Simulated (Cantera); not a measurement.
What does this Cantera script print?

```python
import numpy as np
import cantera as ct

gas_names = [...]  # 127 gases of nasa_gas.yaml made of C, Fe, H, O, S
cond_names = """
    C(gr) C6H6(L) C7H8(L) C8H18(L),n-octa Fe(a) Fe(c) Fe(d) Fe(L) FeC5O5(L) FeO(s) FeO(L) Fe(OH)2(s)
    Fe(OH)3(s) FeS(a) FeS(b) FeS(c) FeS(L) FeSO4(s) FeS2(s) Fe2O3(s) Fe2S3O12(s) Fe3O4(s) H2O(s) H2O(L)
    H2SO4(L) S(cr1) S(cr2) S(L)
""".split()


# ... load() reads the species with a 1 bar reference pressure and builds the phases ...
atoms = {
    'Fe2O3': {'Fe': 2, 'O': 3},
    'O2': {'O': 2},
    'CO2': {'C': 1, 'O': 2},
    'H2S': {'H': 2, 'S': 1},
}
top_T = {'C(gr)': 4500, 'FeSO4(s)': 950, 'FeS2(s)': 1010, 'Fe2O3(s)': 1830, 'Fe2S3O12(s)': 1100, 'Fe3O4(s)': 1870}  # K; cautious upper limits of use, not melting points


# ... equilibrate(T, P, feed) seeds the gas with the atoms and calls Mixture.equilibrate('TP', solver="vcs", rtol=1e-11, max_steps=5000) ...
results = []
feed = {'Fe2O3': 1, 'O2': 2.3, 'CO2': 0.52, 'H2S': 0.025}  # mol
P = 1500  # Pa
for T in [1325, 1375, 1425, 1475, 1525, 1575, 1625, 1675]:
    mix = equilibrate(T, P, feed)
    results.append((T, P, feed, dict(zip(mix.species_names, mix.species_moles))))

top = {s: max(r[3][s] / sum(r[3][g] for g in gas_names) for r in results) for s in gas_names}
cols = sorted((s for s in top if top[s] > 1e-06), key=lambda s: -top[s])[:9]
seen = [c for c in cond_names if any(r[3].get(c, 0) > 1e-12 for r in results)]
print("log10 of partial pressures in bar; condensed amounts in mol")
print(f"{'T/K':>10s}" + "".join(f"{s[:9]:>10s}" for s in cols + seen))
for T, P, feed, n in results:
    ng = sum(n[g] for g in gas_names)
    print(f"{T:10.4g}" + "".join(f"{np.log10(max(n[s] / ng * P / 1e5, 1e-99)):10.3f}" for s in cols)
          + "".join(f"{n.get(c, 0):10.4g}" for c in seen))
```

Result:

```
log10 of partial pressures in bar; condensed amounts in mol
       T/K        O2       CO2       H2O       SO2        OH         O       SO3        CO        H2  Fe2O3(s)  Fe3O4(s)
      1325    -1.922    -2.560    -3.879    -3.883    -6.606    -7.521    -5.830    -8.201    -9.790         1         0
      1375    -1.922    -2.560    -3.879    -3.882    -6.372    -7.157    -5.967    -7.798    -9.433         1         0
      1425    -1.922    -2.560    -3.879    -3.881    -6.156    -6.818    -6.094    -7.424    -9.100         1         0
      1475    -1.922    -2.560    -3.880    -3.880    -5.954    -6.503    -6.212    -7.075    -8.790         1         0
      1525    -1.922    -2.560    -3.881    -3.880    -5.765    -6.208    -6.322    -6.750    -8.501         1         0
      1575    -1.916    -2.585    -3.907    -3.904    -5.600    -5.928    -6.448    -6.473    -8.258         0    0.6667
      1625    -1.916    -2.585    -3.910    -3.904    -5.435    -5.669    -6.544    -6.187    -8.004         0    0.6667
      1675    -1.916    -2.585    -3.912    -3.904    -5.280    -5.424    -6.635    -5.919    -7.767         0    0.6667
```

Equilibrium computed with Cantera from the NASA thermochemical tables; the gas is ideal and each condensed phase is pure.
